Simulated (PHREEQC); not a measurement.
NaHS is added in steps, without added water, to 1 kg of water holding 0.013 mol (NH4)2HPO4, at 25 °C. No oxygen is let in. CO2 is held at log p = -2 (atm). Only these solids could form: Nahcolite, Natron.

Base run: PHREEQC, ion-association model, wateq4f.dat. Each further column changes one thing. The table gives H2S (mol/kgw).

```
NaHS added (mol)      base  metal-ligand complexes left out  all activity coefficients set to 1  Debye-Hückel limiting law  database phreeqc.dat
----------------  --------  -------------------------------  ----------------------------------  -------------------------  --------------------
0                        0                                0                                   0                          0                     0
0.004333          0.000993                         0.000992                            0.000930                    0.00104              0.000992
0.008667           0.00183                          0.00182                             0.00173                    0.00191               0.00183
0.013              0.00255                          0.00254                             0.00244                    0.00266               0.00255
0.01733            0.00320                          0.00318                             0.00308                          …               0.00320
0.02167            0.00379                          0.00376                             0.00367                    0.00394               0.00378
0.026              0.00433                          0.00429                             0.00421                          …               0.00432
0.03033            0.00483                          0.00479                             0.00473                    0.00503               0.00482
0.03467            0.00530                          0.00525                             0.00521                    0.00551               0.00529
0.039              0.00574                          0.00568                                   …                    0.00597               0.00573
0.04333            0.00615                          0.00609                                   …                    0.00641               0.00614
0.04767            0.00655                          0.00647                                   …                    0.00682               0.00654
0.052              0.00693                          0.00684                             0.00692                    0.00722               0.00692
```

### Question
Fill in the missing entries.

### Answer

- 0.01733, Debye-Hückel limiting law: 0.00333
- 0.026, Debye-Hückel limiting law: 0.00451
- 0.039, all activity coefficients set to 1: 0.00567
- 0.04333, all activity coefficients set to 1: 0.00610
- 0.04767, all activity coefficients set to 1: 0.00652

The polysulfide entries of wateq4f.dat were taken out for this run. H3PO4, which wateq4f.dat lacks, is added to it with the constant of phreeqc.dat.  phreeqc.dat and wateq4f.dat share most of their constants, so their agreement is no independent check.
